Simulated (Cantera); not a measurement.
An adiabatic, constant-pressure homogeneous reactor starts with H2 : O2 : N2 = 1 : 0.602 : 2.27 (molar parts), equivalence ratio 0.83, at 1600 K and 4.93 atm.

Model: the H2/O2 subset of GRI-Mech 3.0, which has no nitrogen chemistry, integrated in Cantera. The hydrogen kinetics of GRI-Mech 3.0 are dated; newer H2 mechanisms differ, most at raised pressure.

**Question.** Predict: time of steepest temperature rise; temperature at 2.00 s; equilibrium temperature; x(H2) at 2.00 s; x(O2) at 2.00 s; x(O) at 2.00 s; x(H) at 2.00 s; x(H2O2) at 2.00 s; x(HO2) at 2.00 s.

**Answer.** 
```
Quantity                                                            Result
---------------------------------  ---------------------------------------
time of steepest temperature rise                                  2.01 µs
temperature at 2.00 s                                               2969 K
equilibrium temperature                                             2969 K
x(H2) at 2.00 s                      0.0245 (gas-phase equilibrium 0.0245)
x(O2) at 2.00 s                      0.0319 (gas-phase equilibrium 0.0319)
x(O) at 2.00 s                     0.00816 (gas-phase equilibrium 0.00816)
x(H) at 2.00 s                       0.0101 (gas-phase equilibrium 0.0101)
x(H2O2) at 2.00 s                  1.59e-6 (gas-phase equilibrium 1.59e-6)
x(HO2) at 2.00 s                   2.26e-5 (gas-phase equilibrium 2.26e-5)
```
